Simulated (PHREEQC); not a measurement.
**Silver or lead bath**

Dissolve 0.002 mol PbCl2, 0.00026 mol HNO3 and 0.00057 mol Cu(NO3)2 per kg of water at 25 °C. Closed to the air; pH follows from the charge balance.

Model: ion-association model, phreeqc.dat, run in PHREEQC.

No solid was allowed to form.

Q: Predict the pH.

A: pH 3.62.

Q: In which forms is Cl present?

A: Cl- 95 %, PbCl+ 4.7 % of the Cl.
